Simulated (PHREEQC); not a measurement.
A solution holds 0.042 mol/kgw H3PO4, 0.00014 mol/kgw Na2HPO4 and 0.022 mol/kgw NaCl, at 20 °C. Closed to the air; pH follows from the charge balance.

The numbers come from PHREEQC with the ion-association model, phreeqc.dat.

This is a speciation only: nothing precipitates in the calculation.

Task: Predict the pH.

Result: pH 1.86.

Task: In which forms is P present?

Result: H3PO4 62 %, H2PO4- 38 % of the P.
